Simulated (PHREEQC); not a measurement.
Consider water at 25 °C with 1.4 mmol/kgw K2CO3 and 11 mmol/kgw KH2PO4. Closed to the air; pH follows from the charge balance.

Model: ion-association model, phreeqc.dat, run in PHREEQC.

```tsv
quantity	before	after
pH	6.39	5.97
ionic strength (mol/kgw)	0.0158	0.0146
HCO3- (mol/kgw)	0.000776	0.000447
CO2 (mol/kgw)	0.000624	0.000953
CO3-2 (mol/kgw)	1.29e-7	2.78e-8
```

Which change was made?
A. KH2PO4 left out
B. 0.00012 mol/kgw HCl added
C. temperature from 25 to 40 °C
D. 0.0015 mol/kgw HNO3 added
E. diluted 10-fold with water

D, 0.0015 mol/kgw HNO3 added

No solid was allowed to form.
